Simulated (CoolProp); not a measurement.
Vapour-liquid equilibrium of diethyl ether (1) + ethanol (2) at 0.0339 MPa; x and y are mole fractions of (1).

Model: multi-fluid Helmholtz-energy mixture model, Thol 2014 and Schroeder 2014; pair parameters Bell 2016, in CoolProp.

```
x      bubble temperature (K)  y at the bubble point  dew temperature at overall composition x (K)  liquid density (mol/L)
-----  ----------------------  ---------------------  --------------------------------------------  ----------------------
0.05                    315.4                    ___                                         325.1                   16.14
0.125                   304.3                  0.705                                         323.5                     ___
0.2                     297.5                  0.812                                         321.8                   14.92
0.275                   293.1                  0.863                                         319.9                   14.30
0.35                    290.3                  0.891                                           ___                   13.70
0.425                   288.4                  0.909                                         315.6                   13.14
0.5                     287.0                    ___                                         313.1                   12.60
0.575                   285.9                    ___                                         310.3                   12.10
0.65                    284.9                  0.939                                           ___                   11.62
0.725                   284.0                  0.948                                         303.2                   11.18
0.8                     283.0                  0.959                                         298.4                   10.78
0.875                   282.0                  0.971                                         292.0                   10.40
0.95                    280.9                  0.987                                         283.8                     ___
```

Problem. Some entries are withheld; supply them.

Solution. 
- 0.05, y at the bubble point: 0.433
- 0.125, liquid density (mol/L): 15.54
- 0.35, dew temperature at overall composition x (K): 317.9
- 0.5, y at the bubble point: 0.921
- 0.575, y at the bubble point: 0.931
- 0.65, dew temperature at overall composition x (K): 307.1
- 0.95, liquid density (mol/L): 10.04

No azeotrope shows between x = 0.05 and 0.95.

Pair parameters are fitted to limited data, so mixtures are less certain than the pure fluids.
